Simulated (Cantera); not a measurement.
Feed: 1 mol MgCO₃, 6.4 mol O₂, 2.8 mol N₂, at 1325 °C and 0.100 bar.

These are equilibrium values from Cantera (NASA tables, ideal gas, pure condensed phases), not measurements of a reactor. Candidate condensed phases: C, Mg, MgCO₃, MgO; 28 gas species. Equilibrium is a limit: real reactors are often held back by kinetics, nucleation or transport.

Base state: O₂ 0.626, N₂ 0.274, CO₂ 0.0980, NO 0.00195, O 3.55e-5 (mole fractions); condensed: MgO(s).

Task: What changes in the equilibrium state with this change: temperature from 1325 °C to 1175 °C?

Result: 
```json
[
 {"species": "O₂", "before": "0.626", "after": "0.627"},
 {"species": "N₂", "before": "0.274", "after": "0.274"},
 {"species": "CO₂", "before": "0.0980", "after": "0.0980"},
 {"species": "NO", "before": "0.00195", "after": "0.000958"},
 {"species": "O", "before": "3.55e-5", "after": "4.88e-6"},
 {"species": "MgO(s), mol", "before": "1.00", "after": "1.00"}
]
```
